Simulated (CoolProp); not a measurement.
The fluid at 293.15 K and 10.7 MPa (liquid) is heated at constant pressure to 464.8 K. The same conditions are run with several fluids, on thermodynamics alone (safety and materials aside).

Model: reference Helmholtz-energy equation of state of each fluid (nitrous oxide: Lemmon 2006; decamethyltetrasiloxane (MD2M): Thol 2017; decamethylcyclopentasiloxane (D5): Thol 2019; R227EA: Lemmon 2016; sulfur dioxide: Gao 2016), in CoolProp.

| fluid | heat (kJ/kg) | final phase | final density (kg/m³) |
|---|---|---|---|
| nitrous oxide | 379 | supercritical | 138 |
| decamethyltetrasiloxane (MD2M) | 325 | liquid | 714 |
| decamethylcyclopentasiloxane (D5) | 310 | liquid | 810 |
| R227EA | 221 | supercritical | 715 |
| sulfur dioxide | 356 | supercritical | 354 |
